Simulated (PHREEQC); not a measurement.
Consider water at 25 °C with 0.031 mol NH4F, 0.000549 mol NaHF2 and 0.016 mol CsCl per kg of water. Closed to the air; pH follows from the charge balance.

Equilibrium calculation in PHREEQC: ion-association model, wateq4f.dat.

Precipitation was switched off in this run.

Task: What pH does the model give?

Result: pH 4.90.

Task: In which forms is Na present?

Result: Na+ 99 %, NaF 1.2 % of the Na.
